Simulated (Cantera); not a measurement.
A Cantera script and its output.

```python
import numpy as np
import cantera as ct

gas = ct.Solution("gri30.yaml")
gas.TPX = 1623, 59000, {'NO': 1, 'N2': 4}
reactor = ct.IdealGasConstPressureReactor(gas, energy="off", clone=False)
net = ct.ReactorNet([reactor])
net.rtol, net.atol = 1e-08, 1e-18
show = ['NO', 'O', 'O2', 'N2', 'NO2', 'N2O']
times = np.geomspace(2e-05, 30, 14)

steps = ct.SolutionArray(gas, extra=["t"])
rows = []
print(f"{'t/s':>10s}{'T/K':>9s}{'P/Pa':>11s}" + "".join(f"{s:>11s}" for s in show))
for t in times:
    while net.time < t:
        t_next = net.step()
        steps.append(gas.state, t=t_next)
    rows.append([np.interp(t, steps.t, y) for y in (steps.T, steps.P, *steps(*show).X.T)])
    print(f"{t:10.3e}{rows[-1][0]:9.1f}{rows[-1][1]:11.4g}" + "".join(f"{x:11.3e}" for x in rows[-1][2:]))
rate = np.gradient(steps.T, steps.t)
print("integrator steps:", len(steps.t))
if steps.T.max() > steps.T[0] + 200:
    print(f"time of steepest temperature rise: {steps.t[rate.argmax()]:.4e} s")
gas.TPX = 1623, 59000, {'NO': 1, 'N2': 4}
gas.equilibrate("TP")
print(f"equilibrium (TP): T = {gas.T:.1f} K  " + "  ".join(f"{s} {gas[s].X[0]:.3e}" for s in show))
```

It prints:

```
       t/s      T/K       P/Pa         NO          O         O2         N2        NO2        N2O
 2.000e-05   1623.0    5.9e+04  2.000e-01  1.672e-08  3.320e-12  8.000e-01  2.098e-09  1.879e-08
 5.972e-05   1623.0    5.9e+04  2.000e-01  4.017e-08  2.572e-11  8.000e-01  1.609e-08  5.605e-08
 1.783e-04   1623.0    5.9e+04  2.000e-01  7.039e-08  1.652e-10  8.000e-01  9.822e-08  1.667e-07
 5.325e-04   1623.0    5.9e+04  2.000e-01  8.681e-08  8.503e-10  8.000e-01  4.220e-07  4.923e-07
 1.590e-03   1623.0    5.9e+04  2.000e-01  1.119e-07  4.712e-09  8.000e-01  1.453e-06  1.422e-06
 4.747e-03   1623.0    5.9e+04  2.000e-01  1.898e-07  4.244e-08  8.000e-01  4.826e-06  3.850e-06
 1.418e-02   1623.0    5.9e+04  2.000e-01  4.301e-07  7.034e-07  8.000e-01  1.619e-05  8.759e-06
 4.233e-02   1623.0    5.9e+04  1.999e-01  8.953e-07  1.256e-05  8.000e-01  4.070e-05  1.368e-05
 1.264e-01   1623.0    5.9e+04  1.997e-01  1.062e-06  8.777e-05  8.001e-01  4.997e-05  1.461e-05
 3.774e-01   1623.0    5.9e+04  1.992e-01  1.132e-06  3.257e-04  8.004e-01  5.338e-05  1.454e-05
 1.127e+00   1623.0    5.9e+04  1.978e-01  1.313e-06  1.032e-03  8.011e-01  6.218e-05  1.432e-05
 3.365e+00   1623.0    5.9e+04  1.936e-01  1.736e-06  3.096e-03  8.032e-01  8.179e-05  1.370e-05
 1.005e+01   1623.0    5.9e+04  1.820e-01  2.566e-06  8.860e-03  8.090e-01  1.155e-04  1.207e-05
 3.000e+01   1623.0    5.9e+04  1.538e-01  3.904e-06  2.296e-02  8.231e-01  1.504e-04  8.574e-06
integrator steps: 814
equilibrium (TP): T = 1623.0 K  NO 1.574e-03  O 7.847e-06  O2 9.921e-02  N2 8.992e-01  NO2 3.140e-06  N2O 7.666e-08
```

Detailed kinetics in Cantera: GRI-Mech 3.0 (53 species, 325 reactions).
